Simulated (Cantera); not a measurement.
An isothermal plug-flow reactor at 750 K and 0.750 atm (inlet), inlet velocity 0.4 m/s, active area per volume 1700 1/m; feed 0.661 % CO, 6.02 % O2, 93.3 % N2, equivalence ratio 0.055.

Detailed kinetics in Cantera: Deutschmann's 1995 Pt surface mechanism with GRI-Mech 3.0 gas chemistry. Catalytic surfaces can have several steady states; this one follows from the mechanism file's or the stated starting coverage. Mass transfer to the wall is taken as infinitely fast.

x: gas mole fraction; θ: surface coverage.

```csv
z (m),x CO,x O2,x H2O,x CO2,θ free Pt,θ O*,θ CO*
7.1e-05,0.00254,0.0583,<1e-12,0.00409,0.0472,0.951,0.00171
0.00013,0.00219,0.0582,<1e-12,0.00444,0.0409,0.958,0.00110
0.00022,___,0.0580,<1e-12,___,___,0.963,___
0.0004,0.00137,0.0578,<1e-12,0.00526,0.0329,0.967,0.000445
0.00071,0.000916,0.0576,<1e-12,0.00572,0.0302,0.970,0.000248
0.0013,0.000474,0.0573,<1e-12,0.00616,0.0281,0.972,0.000111
0.0022,___,0.0572,<1e-12,0.00644,0.0270,0.973,___
0.004,3.51e-5,0.0571,<1e-12,0.00660,0.0264,0.974,7.27e-6
0.0071,2.00e-6,0.0571,<1e-12,0.00663,0.0263,0.974,4.10e-7
```

Some entries are withheld; supply them.


- 0.00022, x CO: 0.00183
- 0.00022, x CO2: 0.00480
- 0.00022, θ free Pt: 0.0367
- 0.00022, θ CO*: 0.000739
- 0.0022, x CO: 0.000192
- 0.0022, θ CO*: 4.15e-5
